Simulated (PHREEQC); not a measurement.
Metal-bearing waste water (model solution)

Make-up at 25 °C: 3.4 mmol/kgw NiSO4, 22 mmol/kgw CuCl2 and 0.079 mmol/kgw NaH2PO4. Closed to the air; pH follows from the charge balance.

The numbers come from PHREEQC with the ion-association model, wateq4f.dat.

Each row changes one thing in this solution. This is a speciation only: nothing precipitates in the calculation.

```json
[
 {"case": "as made", "pH": "4.61", "ionic strength (mol/kgw)": "0.0712", "Cu+2 (mol/kgw)": "0.0196", "SO4-2 (mol/kgw)": "0.00187", "CuSO4 (mol/kgw)": "0.00134", "CuCl+ (mol/kgw)": "0.000989", "SI of Cu3(PO4)2:3H2O (Cu3(PO4)2:3H2O)": "-0.13", "SI of Tenorite (CuO)": "-0.46"},
 {"case": "NiSO4 from 0.0034 to 0.00374 mol/kgw", "pH": "4.61", "ionic strength (mol/kgw)": "0.0719", "Cu+2 (mol/kgw)": "0.0195", "SO4-2 (mol/kgw)": "0.00205", "CuSO4 (mol/kgw)": "0.00146", "CuCl+ (mol/kgw)": "0.000981", "SI of Cu3(PO4)2:3H2O (Cu3(PO4)2:3H2O)": "-0.13", "SI of Tenorite (CuO)": "-0.46"},
 {"case": "temperature from 25 to 20 °C", "pH": "4.67", "ionic strength (mol/kgw)": "0.0717", "Cu+2 (mol/kgw)": "0.0198", "SO4-2 (mol/kgw)": "0.00188", "CuSO4 (mol/kgw)": "0.00133", "CuCl+ (mol/kgw)": "0.000787", "SI of Cu3(PO4)2:3H2O (Cu3(PO4)2:3H2O)": "+0.00", "SI of Tenorite (CuO)": "-0.53"},
 {"case": "NiSO4 replaced by H2SO4 at the same molality", "pH": "2.27", "ionic strength (mol/kgw)": "0.0683", "Cu+2 (mol/kgw)": "?", "SO4-2 (mol/kgw)": "?", "CuSO4 (mol/kgw)": "0.00125", "CuCl+ (mol/kgw)": "0.00101", "SI of Cu3(PO4)2:3H2O (Cu3(PO4)2:3H2O)": "-9.87", "SI of Tenorite (CuO)": "-5.13"},
 {"case": "CuCl2 from 0.022 to 0.011 mol/kgw", "pH": "4.79", "ionic strength (mol/kgw)": "0.0407", "Cu+2 (mol/kgw)": "0.00968", "SO4-2 (mol/kgw)": "0.00209", "CuSO4 (mol/kgw)": "0.00102", "CuCl+ (mol/kgw)": "?", "SI of Cu3(PO4)2:3H2O (Cu3(PO4)2:3H2O)": "-0.14", "SI of Tenorite (CuO)": "-0.36"}
]
```

Complete the blanks.


- NiSO4 replaced by H2SO4 at the same molality, Cu+2 (mol/kgw): 0.0197
- NiSO4 replaced by H2SO4 at the same molality, SO4-2 (mol/kgw): 0.00169
- CuCl2 from 0.022 to 0.011 mol/kgw, CuCl+ (mol/kgw): 0.000285

Some of these states are supersaturated (in Atacamite, Antlerite, for instance). H3PO4, which wateq4f.dat lacks, is added to it with the constant of phreeqc.dat. The database has no phosphate complexes of Cu, Ni.
